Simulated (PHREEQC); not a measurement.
Dissolve 0.86 mol KCl, 1.1 mol CaCl2 and 1.3 mol LiCl per kg of water at 25 °C. Closed to the air; pH follows from the charge balance.

The numbers come from PHREEQC with the Pitzer model, pitzer.dat.

- ionic strength = 5.46 mol/kgw
- activity of water = 0.834
- density = 1.144 g/cm³
- osmotic coefficient = 1.320

| species | molality | activity | log γ |
|---|---|---|---|
| Cl- | 4.36 | 2.62 | -0.221 |
| Li+ | 1.30 | 3.79 | 0.465 |
| Ca+2 | 1.10 | 1.49 | 0.133 |
| K+ | 0.860 | 0.782 | -0.041 |
| H+ | 1.85e-7 | 7.16e-7 | 0.587 |
| OH- | 1.85e-7 | 1.18e-8 | -1.196 |

Precipitation was switched off in this run.
